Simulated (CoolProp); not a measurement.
Saturation properties of ethane.

Model: reference Helmholtz-energy equation of state, Bücker 2006, in CoolProp.

| T (°C) | p (kPa) | liquid density (kg/m³) | vapour density (kg/m³) | vapour viscosity (µPa s) | liquid conductivity (mW/(m K)) |
|---|---|---|---|---|---|
| -74.65 | 202.9 | 526.0 | 3.912 | 6.34 | 154 |
| -67.75 | 275.5 | 516.7 | 5.208 | 6.57 | 148 |
| -60.85 | 366.2 | 507.3 | 6.810 | 6.81 | 141 |
| -53.95 | 477.7 | 497.4 | 8.765 | 7.06 | 135 |
| -47.05 | 612.5 | 487.2 | 11.13 | 7.32 | 129 |
| -40.15 | 773.6 | 476.6 | 13.98 | 7.59 | 123 |
| -33.25 | 963.8 | 465.5 | 17.38 | 7.88 | 118 |
| -26.35 | 1186 | 453.7 | 21.45 | 8.19 | 112 |
| -19.45 | 1443 | 441.3 | 26.30 | 8.53 | 106 |
| -12.55 | 1739 | 427.9 | 32.13 | 8.91 | 101 |
| -5.65 | 2077 | 413.3 | 39.17 | 9.35 | 95.3 |
| 1.25 | 2460 | 397.3 | 47.80 | 9.87 | 89.8 |
| 8.15 | 2892 | 379.1 | 58.62 | 10.5 | 84.4 |

It boils at -88.6 °C under 1 atm.

Viscosity comes from a separate model (Friend 1991). Thermal conductivity comes from a separate model (Friend 1991).
